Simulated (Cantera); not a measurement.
Input (Python, Cantera) and output of one run.

```python
import numpy as np
import cantera as ct

gas_names = """
    H2O H
""".split()
cond_names = """
    Ti(a) Ti(b) Ti(L) TiO(a) TiO(b) TiO(L)
""".split()


# ... load() reads the species with a 1 bar reference pressure and builds the phases ...
species = {s.name: s for s in load("nasa_gas.yaml", gas_names) + load("nasa_condensed.yaml", cond_names)}
# Each term lists the table entries of one substance; the one whose range holds T is used.
reactions = {
    'H2O(g) + Ti = TiO + 2 H(g)':
        [(-1, ['H2O']), (-1, ['Ti(a)', 'Ti(b)', 'Ti(L)']), (1, ['TiO(a)', 'TiO(b)', 'TiO(L)']), (2, ['H'])],
}


def pick(names, T):
    return next(species[n] for n in names if species[n].thermo.min_temp <= T <= species[n].thermo.max_temp)


results = []
for label, terms in reactions.items():
    print(label)
    print("     T/K   dH/kJ  dS/(J/K)   dG/kJ   log10 K")
    for T in [2550, 2575, 2600, 2625, 2650]:
        used = [(nu, pick(names, T)) for nu, names in terms]
        dH = sum(nu * s.thermo.h(T) for nu, s in used) / 1e6
        dS = sum(nu * s.thermo.s(T) for nu, s in used) / 1e3
        dG = dH - T * dS / 1e3
        logK = -dG * 1e6 / (ct.gas_constant * T * np.log(10))
        results.append((label, T, dH, dS, dG, logK, [s.name for _, s in used]))
        print(f"{T:8g} {dH:8.1f} {dS:8.1f} {dG:8.1f} {logK:8.2f}")
```

Output:

```
H2O(g) + Ti = TiO + 2 H(g)
     T/K   dH/kJ  dS/(J/K)   dG/kJ   log10 K
    2550    214.0    111.3    -69.7     1.43
    2575    214.2    111.3    -72.5     1.47
    2600    214.4    111.4    -75.3     1.51
    2625    214.5    111.5    -78.1     1.55
    2650    214.7    111.5    -80.8     1.59
```

Cantera with NASA thermochemical tables; ideal gases at 1 bar, condensed phases pure. TiO: taken at fixed stoichiometry. Condensed species are held in their standard states even where they would react or evaporate.
